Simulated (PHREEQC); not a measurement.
A column of 1 m (40 cells, dispersivity 0.035 m, 3600 s a shift, diffusion coefficient 3e-10 m²/s) holds 0.0041 eq of the database's cation exchanger X per kg of pore water, first in equilibrium with 17 mmol/kgw KCl and 0.01 mmol/kgw HCl. It is flushed with 0.0004 mol/kgw KCl, 0.00094 mol/kgw ZnSO4 and 1e-05 mol/kgw HCl, at 40 °C. Values are for the last cell. The system is closed to CO2. No solid was allowed to form.

Base run: PHREEQC, ion-association model, phreeqc.dat. Each further column changes one thing. The table gives Zn in solution (mol/kgw).

```
pore volumes      base  exchange capacity from 0.0041 to 0.0021 eq/kgw  dispersivity from 0.035 to 0.07 m
------------  --------  ----------------------------------------------  ---------------------------------
0                    0                                               0                                  0
0.4125               0                                        1.66e-13                           3.65e-13
1.012         9.46e-13                                         4.88e-9                           3.44e-10
1.413         2.43e-13                                         1.17e-9                           1.41e-10
1.812         1.39e-13                                         2.07e-9                           7.25e-11
2.413         1.44e-13                                        0.000901                           5.88e-11
2.812          2.08e-9                                        0.000937                            9.20e-7
3.212         0.000771                                        0.000940                           0.000715
3.612         0.000927                                        0.000940                           0.000887
4.213         0.000940                                        0.000940                           0.000932
4.612         0.000940                                        0.000940                           0.000938
5.013         0.000940                                        0.000940                           0.000939
5.612         0.000940                                        0.000940                           0.000940
6.013         0.000940                                        0.000940                           0.000940
```

At this temperature some constants are extrapolated from 25 °C, and those without enthalpy data are left unchanged.
